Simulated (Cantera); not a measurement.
A perfectly stirred reactor is fed with 2.52 % CH4, 3.28 % H2, 9.56 % O2, 83.0 % N2, 1.61 % H2O, at 240 Torr; it is adiabatic with a 350 K inlet, and is followed from long to short residence time, starting on the burning branch (τ in s: 0.064, 0.031, 0.014, 0.0068, 0.0032, 0.0015, 0.00073, 0.00034, 0.00016, 7.7e-05, 3.7e-05, 1.7e-05).

Computed with Cantera and GRI-Mech 3.0 (53 species, 325 reactions).

Task: Predict: blow-out, bracketed by the residence times tried; x(CH4) at τ = 64.0 ms; x(H2) at τ = 64.0 ms; x(O2) at τ = 64.0 ms; x(CH2O) at τ = 64.0 ms; x(CO2) at τ = 64.0 ms; x(CH4) at τ = 0.730 ms; x(H2) at τ = 0.730 ms; x(O2) at τ = 0.730 ms.

Result: 
```json
{
 "blow_out_bracketed_by_the_residence_times_tried": "burning at 14.0 ms, out at 6.80 ms",
 "x(CH4) at τ = 64.0 ms": "0.000117",
 "x(H2) at τ = 64.0 ms": "0.000669",
 "x(O2) at τ = 64.0 ms": "0.0303",
 "x(CH2O) at τ = 64.0 ms": "6.36e-6",
 "x(CO2) at τ = 64.0 ms": "0.0243",
 "x(CH4) at τ = 0.730 ms": "0.0252",
 "x(H2) at τ = 0.730 ms": "0.0328",
 "x(O2) at τ = 0.730 ms": "0.0956"
}
```
